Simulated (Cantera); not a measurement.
## Transport properties of process gases

Gas mixture: C₃H₈ : C₂H₂ = 0.2 : 0.76 (molar parts), at 20.0 Torr, frozen composition.

Cantera's kinetic-theory transport with the Lennard-Jones parameters of GRI-Mech 3.0, ideal gas; thermal conductivity in the multicomponent form. The composition is frozen, though it would react at the higher temperatures.

| T (K) | ρ (kg/m³) | cp (J/kg/K) | μ (µPa s) | λ (mW/m/K) | Pr | D (cm²/s) N₂ | D (cm²/s) C₂H₂ | D (cm²/s) CO₂ |
|---|---|---|---|---|---|---|---|---|
| 400 | 0.0239 | 1993 | 12.8 | 34.2 | 0.748 | 9.75 | 5.93 | 7.29 |
| 600 | 0.0159 | 2443 | 18.0 | 57.8 | 0.759 | 19.9 | 12.5 | 15.3 |
| 800 | 0.0119 | 2768 | 22.4 | 80.9 | 0.764 | 32.5 | 20.8 | 25.5 |
| 1000 | 0.00956 | 3025 | 26.3 | 104 | 0.766 | 47.4 | 30.7 | 37.6 |
| 1200 | 0.00796 | 3219 | 29.8 | 125 | 0.766 | 64.4 | 41.9 | 51.4 |
| 1400 | 0.00683 | 3379 | 33.1 | 146 | 0.766 | 83.3 | 54.5 | 66.8 |
D: mixture-averaged diffusion coefficient of that species in the mixture.
